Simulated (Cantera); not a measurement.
An isothermal, constant-pressure homogeneous reactor starts with 0.794 % H2, 99.2 % O2, at 1325 K and 17.3 Torr.

Model: the H2/O2 subset of GRI-Mech 3.0, which has no nitrogen chemistry, integrated in Cantera. Radical loss at walls, strong at low pressure, is not modelled.

x: mole fraction; the columns are a selection and need not sum to one.

```tsv
t (s)	x H2	x O2	x O	x H	x OH	x H2O2
0.000600	0.00794	0.992	2.27e-7	1.93e-8	1.84e-7	5.10e-11
0.00151	0.00793	0.992	7.31e-6	5.68e-7	5.77e-6	2.83e-10
0.00379	0.00178	0.986	0.00466	0.000342	0.00184	5.90e-8
0.00951	?	0.985	?	?	0.000875	1.79e-8
0.0239	2.27e-5	0.985	0.00608	0.000171	0.000832	1.74e-8
0.0600	1.80e-5	0.987	0.00478	0.000120	0.000742	1.64e-8
0.151	1.10e-5	0.989	0.00289	5.67e-5	0.000582	1.40e-8
0.379	4.59e-6	0.991	0.00118	1.50e-5	0.000376	9.80e-9
0.951	1.30e-6	0.992	0.000333	2.25e-6	0.000201	5.00e-9
2.39	3.01e-7	0.992	7.66e-5	2.49e-7	9.66e-5	1.84e-9
6.00	?	0.992	?	?	?	5.66e-10
```

**Question.** Fill in the missing entries.

**Answer.** 
- 0.00951, x H2: 2.52e-5
- 0.00951, x O: 0.00674
- 0.00951, x H: 0.000200
- 6.00, x H2: 6.91e-8
- 6.00, x O: 1.76e-5
- 6.00, x H: 2.74e-8
- 6.00, x OH: 4.64e-5
